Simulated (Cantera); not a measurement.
Input: 1 mol SiO₂, 4.8 mol CH₄, 0.91 mol H₂, 0.92 mol C, held at 1.70 mbar.

Method: chemical equilibrium by Gibbs-energy minimisation in Cantera with the NASA 1993 tables (ideal gas, pure condensed phases). Candidate condensed phases: C, C₆H₆, C₇H₈, C₈H₁₈, H₂O, Si, SiC, SiO₂; 123 gas species. Gases not in the tables: Si₂H₆ and higher silanes. Rates play no part.

Which condensed phases are stable at each of these points (T (°C)): 1525, 1600, 1675, 1750, 1825, 1900, 1975, 2050, 2125, 2200, 2275?


```json
[
 {"T (°C)": "1525", "condensed phases": "C(graphite) + SiC(s)", "Si condensed (%)": "98.8"},
 {"T (°C)": "1600", "condensed phases": "C(graphite) + SiC(s)", "Si condensed (%)": "98.4"},
 {"T (°C)": "1675", "condensed phases": "C(graphite) + SiC(s)", "Si condensed (%)": "97.5"},
 {"T (°C)": "1750", "condensed phases": "C(graphite) + SiC(s)", "Si condensed (%)": "95.2"},
 {"T (°C)": "1825", "condensed phases": "C(graphite) + SiC(s)", "Si condensed (%)": "88.7"},
 {"T (°C)": "1900", "condensed phases": "C(graphite) + SiC(s)", "Si condensed (%)": "70.5"},
 {"T (°C)": "1975", "condensed phases": "C(graphite) + SiC(s)", "Si condensed (%)": "20.1"},
 {"T (°C)": "2050", "condensed phases": "C(graphite)", "Si condensed (%)": "0.0"},
 {"T (°C)": "2125", "condensed phases": "C(graphite)", "Si condensed (%)": "0.0"},
 {"T (°C)": "2200", "condensed phases": "C(graphite)", "Si condensed (%)": "0.0"},
 {"T (°C)": "2275", "condensed phases": "C(graphite)", "Si condensed (%)": "0.0"}
]
```

From 1525 °C to 1975 °C the condensed part is C(graphite) + SiC(s). From 2050 °C to 2275 °C the condensed part is C(graphite).
